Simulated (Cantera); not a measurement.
# Equilibrium for abatement and gas-phase synthesis: CS2 + H2 + N2

Input: 1 mol CS2, 1.3 mol H2, a varied amount of N2, held at 2125 K and 3.90 bar.

These are equilibrium values from Cantera (NASA tables, ideal gas, pure condensed phases), not measurements of a reactor. Candidate condensed phases: C, C6H6, C7H8, C8H18, S; 100 gas species. Equilibrium is a limit: real reactors are often held back by kinetics, nucleation or transport.

From 0.24 mol N2 to 9.5 mol N2 the condensed part is C(graphite). The main C-bearing gas is CS2 throughout. The share of C in condensed phases is highest at 0.24 mol N2 (24.6 %) and lowest at 9.5 mol N2 (7.9 %).

```json
[
 {"n(N2) (mol)": "0.24", "log p N2": "-0.43", "log p H2": "0.22", "log p CS2": "0.02", "log p H2S": "-0.44", "log p S2": "-0.58", "log p CS": "-0.94", "log p SH": "-1.22", "n C(graphite)": "0.246"},
 {"n(N2) (mol)": "0.34", "log p N2": "-0.30", "log p H2": "0.20", "log p CS2": "0.00", "log p H2S": "-0.47", "log p S2": "-0.60", "log p CS": "-0.95", "log p SH": "-1.23", "n C(graphite)": "0.241"},
 {"n(N2) (mol)": "0.48", "log p N2": "-0.17", "log p H2": "0.18", "log p CS2": "-0.02", "log p H2S": "-0.50", "log p S2": "-0.63", "log p CS": "-0.96", "log p SH": "-1.26", "n C(graphite)": "0.235"},
 {"n(N2) (mol)": "0.66", "log p N2": "-0.06", "log p H2": "0.15", "log p CS2": "-0.05", "log p H2S": "-0.54", "log p S2": "-0.65", "log p CS": "-0.97", "log p SH": "-1.28", "n C(graphite)": "0.228"},
 {"n(N2) (mol)": "0.93", "log p N2": "0.05", "log p H2": "0.11", "log p CS2": "-0.08", "log p H2S": "-0.60", "log p S2": "-0.69", "log p CS": "-0.99", "log p SH": "-1.32", "n C(graphite)": "0.218"},
 {"n(N2) (mol)": "1.3", "log p N2": "0.15", "log p H2": "0.07", "log p CS2": "-0.13", "log p H2S": "-0.67", "log p S2": "-0.74", "log p CS": "-1.02", "log p SH": "-1.37", "n C(graphite)": "0.207"},
 {"n(N2) (mol)": "1.8", "log p N2": "0.23", "log p H2": "0.01", "log p CS2": "-0.19", "log p H2S": "-0.75", "log p S2": "-0.80", "log p CS": "-1.04", "log p SH": "-1.42", "n C(graphite)": "0.194"},
 {"n(N2) (mol)": "2.5", "log p N2": "0.31", "log p H2": "-0.05", "log p CS2": "-0.26", "log p H2S": "-0.85", "log p S2": "-0.87", "log p CS": "-1.08", "log p SH": "-1.49", "n C(graphite)": "0.178"},
 {"n(N2) (mol)": "3.5", "log p N2": "0.37", "log p H2": "-0.13", "log p CS2": "-0.34", "log p H2S": "-0.97", "log p S2": "-0.95", "log p CS": "-1.12", "log p SH": "-1.57", "n C(graphite)": "0.158"},
 {"n(N2) (mol)": "4.9", "log p N2": "0.42", "log p H2": "-0.22", "log p CS2": "-0.44", "log p H2S": "-1.11", "log p S2": "-1.04", "log p CS": "-1.17", "log p SH": "-1.67", "n C(graphite)": "0.135"},
 {"n(N2) (mol)": "6.8", "log p N2": "0.46", "log p H2": "-0.32", "log p CS2": "-0.54", "log p H2S": "-1.26", "log p S2": "-1.15", "log p CS": "-1.22", "log p SH": "-1.77", "n C(graphite)": "0.110"},
 {"n(N2) (mol)": "9.5", "log p N2": "0.49", "log p H2": "-0.43", "log p CS2": "-0.65", "log p H2S": "-1.43", "log p S2": "-1.26", "log p CS": "-1.28", "log p SH": "-1.88", "n C(graphite)": "0.0795"}
]
```
log p: log10 of the partial pressure in bar; n: condensed amount in mol.
